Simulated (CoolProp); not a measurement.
Vapour pressure (kPa) of methanol: the reference equation beside estimates from Tc = 240.2 °C, pc = 8216 kPa, ω = 0.565. Clausius-Clapeyron is anchored at 69.35 °C with a constant enthalpy of vaporisation of 34.97 kJ/mol.

Computed with CoolProp (reference Helmholtz-energy equation of state, de Reuck 1993).

| T (°C) | reference | Lee-Kesler | Clausius-Clapeyron | van der Waals | Peng-Robinson |
|---|---|---|---|---|---|
| 31.95 | 24.15 | 20.82 | 27.15 | 675.3 | 22.34 |
| 50.65 | [?] | 52.88 | 60.20 | [?] | 55.39 |
| 69.35 | 122.3 | 118.4 | 122.3 | 1283 | 121.8 |
| 88.05 | 239.5 | 238.7 | 231.1 | [?] | 242.5 |
| 106.75 | [?] | 441.6 | 409.9 | [?] | 445.1 |
| 125.35 | 742.9 | 758.4 | 687.2 | 2735 | 761.7 |
| 144.05 | 1206 | 1231 | 1103 | 3385 | 1236 |
| 162.75 | 1872 | 1903 | 1700 | 4125 | 1914 |
| 181.45 | 2798 | 2826 | 2528 | 4958 | 2850 |
| 200.15 | 4038 | 4065 | 3644 | 5887 | 4105 |

Problem. Fill in the missing entries.

Solution. 
- 50.65, reference: 57.27
- 50.65, van der Waals: 946.5
- 88.05, van der Waals: 1690
- 106.75, reference: 435.6
- 106.75, van der Waals: 2174

Absolute difference from the reference over all 10 rows, mean and median: Lee-Kesler 3.4 and 1.9 %, Clausius-Clapeyron 7.2 and 8.0 %, van der Waals 689.5 and 333.6 %, Peng-Robinson 2.5 and 2.2 %.
